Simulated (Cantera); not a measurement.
A perfectly stirred reactor is fed with C2H6 : N2 = 1 : 11 (molar parts), at 100.0 Torr; it is held at 1823 K, and followed from long to short residence time.

Model: GRI-Mech 3.0 (53 species, 325 reactions), integrated in Cantera. GRI-Mech 3.0 stops at C3 and has no aromatics, soot or wall deposition, so with more carbon than oxygen in the feed, carbon stays in small species such as C2H2 where larger ones or solid carbon would form.

Task: Predict: x(C2H6) at τ = 0.930 s; x(HCN) at τ = 0.930 s; x(C2H) at τ = 0.930 s; x(CH4) at τ = 0.930 s; x(H) at τ = 0.930 s; x(C2H6) at τ = 15.0 ms; x(HCN) at τ = 15.0 ms; x(C2H) at τ = 15.0 ms; x(CH4) at τ = 15.0 ms; x(H) at τ = 15.0 ms.

Result: 
```json
{
 "x(C2H6) at τ = 0.930 s": "3.98e-6",
 "x(HCN) at τ = 0.930 s": "0.000190",
 "x(C2H) at τ = 0.930 s": "2.73e-6",
 "x(CH4) at τ = 0.930 s": "0.00307",
 "x(H) at τ = 0.930 s": "0.000562",
 "x(C2H6) at τ = 15.0 ms": "0.000188",
 "x(HCN) at τ = 15.0 ms": "4.63e-5",
 "x(C2H) at τ = 15.0 ms": "4.45e-6",
 "x(CH4) at τ = 15.0 ms": "0.0124",
 "x(H) at τ = 15.0 ms": "0.000883"
}
```
